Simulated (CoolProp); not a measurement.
Properties of R404A along the isobar 1.01 bar (Tc = 345.3 K, pc = 37.35 bar, ω = 0.293).

Values from CoolProp's reference Helmholtz-energy equation of state, Lemmon 2003. It is a pseudo-pure fit of the blend.

```csv
T (K),phase,Z,isothermal compressibility (1/MPa),expansivity (1/kK),viscosity (µPa s),Prandtl number,fugacity coefficient
259.9,gas,0.9721,10.19,…,10.7,0.827,0.9728
270.4,gas,0.9760,10.15,4.040,11.1,0.814,0.9765
280.9,gas,0.9792,10.11,3.840,…,0.805,0.9796
291.5,gas,0.9818,10.09,3.662,12.0,…,0.9821
302,gas,0.9840,10.06,3.505,…,0.795,0.9842
312.5,gas,0.9859,10.04,3.364,12.8,0.793,0.9860
323.1,gas,0.9875,10.03,3.235,…,0.791,0.9876
333.6,gas,0.9888,10.01,3.118,13.6,0.791,0.9889
344.1,gas,0.9900,10.00,3.011,14.0,0.792,0.9901
354.7,gas,0.9910,9.991,2.910,14.4,0.793,0.9911
365.2,gas,0.9919,9.982,2.818,14.8,0.795,0.9919
375.7,gas,0.9927,9.974,2.732,15.2,0.797,0.9927
```

Task: Complete the blanks.

Result: 
- 259.9, expansivity (1/kK): 4.271
- 280.9, viscosity (µPa s): 11.5
- 291.5, Prandtl number: 0.799
- 302, viscosity (µPa s): 12.4
- 323.1, viscosity (µPa s): 13.2

Viscosity comes from a separate model (Geller 2000). Thermal conductivity comes from a separate model (Geller 2001).
